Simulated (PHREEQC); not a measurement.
A made-up water analysis in mmol/kgw, 25 °C, pH 3.5, pe 8.6: Na 4.5; K 8.74e-05; Ca 1.14; Mg 0.287; Cl 1.35; S(6) 2.14; B 0.000765.

Valence states are taken as typed.

Equilibrium calculation in PHREEQC: ion-association model, phreeqc.dat.

```yaml
ionic_strength: 0.00932 mol/kgw
specific_conductance: 806 µS/cm
total_alkalinity: -0.389 meq/kg
charge_balance_error: 17.0 %
```

```
species  molality  activity   log γ
-------  --------  --------  ------
Na+       0.00447   0.00405  -0.043
SO4-2     0.00187   0.00126  -0.170
Cl-       0.00135   0.00122  -0.044
Ca+2     0.000989  0.000671  -0.168
H+       0.000345  0.000316  -0.038
Mg+2     0.000239  0.000163  -0.166
CaSO4    0.000150  0.000151   0.001
```

Precipitation was switched off in this run. Complexes and solids missing from the database can't appear.
